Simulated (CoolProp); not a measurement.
Vapour-liquid equilibrium of CH2F2 (R32) (1) + R236EA (2) at 335 kPa; x and y are mole fractions of (1).

Model: multi-fluid Helmholtz-energy mixture model, Tillner-Roth 1997 and Rui 2013; pair parameters Bell 2016, in CoolProp.

```
x     bubble temperature, mixture model (°C)  bubble temperature, Raoult's law (°C)  y, mixture model  y, Raoult's law
----  --------------------------------------  -------------------------------------  ----------------  ---------------
0.05                                     ___                                   30.6               ___            0.292
0.2                                     15.8                                   11.8               ___            0.697
0.35                                     3.0                                    0.0             0.809            0.848
0.5                                     -6.3                                   -8.4             0.900            0.920
0.65                                   -13.5                                  -14.7             0.949            0.958
0.8                                    -19.1                                  -19.7             0.978            0.982
0.95                                   -23.6                                  -23.8             0.996            0.996
```

Task: What belongs in the gaps?

Result: 
- 0.05, bubble temperature, mixture model (°C): 33.0
- 0.05, y, mixture model: 0.217
- 0.2, y, mixture model: 0.621

The largest gap from Raoult's law is +4.0 K in bubble temperature, at x = 0.2. No azeotrope shows between x = 0.05 and 0.95.

The pair parameters rest on a limited set of measurements; away from them the model extrapolates.
